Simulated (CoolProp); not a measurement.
Vapour-liquid equilibrium of R134a (1) + R245fa (2) at 43.65 °C; x and y are mole fractions of (1).

Values from CoolProp's multi-fluid Helmholtz-energy mixture model, Tillner-Roth 1994 and Akasaka 2015; pair parameters Akasaka 2014.

Give the bubble pressure and the first vapour's composition at x = 0.35, 0.75, 0.85. Is there an azeotrope?

x = 0.35: 554.2 kPa, y = 0.635; x = 0.75: 887.1 kPa, y = 0.900; x = 0.85: 977.4 kPa, y = 0.943. No azeotrope shows between x = 0.05 and 0.95.

Pair parameters are fitted to limited data, so mixtures are less certain than the pure fluids.
